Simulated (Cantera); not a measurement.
A freely propagating, adiabatic, planar premixed flame of C3H8 : O2 : N2 = 1 : 3.57 : 13.4 (molar parts), unburnt at 625 K and 3750 Torr; mixture-averaged transport, grid criteria slope 0.08 and curve 0.16, no radiation.

Model: GRI-Mech 3.0 (53 species, 325 reactions), integrated in Cantera. GRI-Mech 3.0 was tuned for natural gas; its chemistry of propane as a main component is partial and can be far from experiment. Burning velocities carry a grid error of a few per cent, more on coarse grids.

Q: What does this change do: 0.3 parts H2 added?

A: 
```tsv
quantity	before	after
laminar burning velocity	77.3 cm/s	73.9 cm/s
thermal thickness	0.0865 mm	0.0921 mm
peak x(CH4)	0.00645	0.00715
peak x(OH)	0.00238	0.00175
peak x(CH2O)	0.00210	0.00204
```

Q: What does this change do: C3H8 1 to 0.75 parts?

A: 
```
quantity                     before      after
------------------------  ---------  ---------
laminar burning velocity  77.3 cm/s   119 cm/s
thermal thickness         0.0865 mm  0.0675 mm
peak x(CH4)                 0.00645    0.00344
peak x(OH)                  0.00238    0.00923
peak x(CH2O)                0.00210    0.00242
```

Q: What does this change do: inlet temperature 625 to 448 K?

A: 
```
quantity                     before      after
------------------------  ---------  ---------
laminar burning velocity  77.3 cm/s  33.3 cm/s
thermal thickness         0.0865 mm   0.126 mm
peak x(CH4)                 0.00645    0.00649
peak x(OH)                  0.00238    0.00103
peak x(CH2O)                0.00210    0.00190
```
